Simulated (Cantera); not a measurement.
An isothermal, constant-pressure homogeneous reactor starts with CH4 : N2 = 1 : 2.7 (molar parts), at 1323 K and 0.370 bar.

Cantera simulation using GRI-Mech 3.0 (53 species, 325 reactions); the numbers are that mechanism's predictions, not measurements. GRI-Mech 3.0 stops at C3 and has no aromatics, soot or wall deposition, so with more carbon than oxygen in the feed, carbon stays in small species such as C2H2 where larger ones or solid carbon would form.

Task: Predict: x(CH4) at 10.0 s; x(C2H2) at 10.0 s; x(CH3) at 10.0 s; x(C2H4) at 10.0 s.

Result: 
```
Property                                            Result
-----------------  ---------------------------------------
x(CH4) at 10.0 s      0.246 (gas-phase equilibrium 0.0647)
x(C2H2) at 10.0 s   0.00838 (gas-phase equilibrium 0.0417)
x(CH3) at 10.0 s   1.84e-5 (gas-phase equilibrium 6.87e-6)
x(C2H4) at 10.0 s  0.00120 (gas-phase equilibrium 0.00770)
```
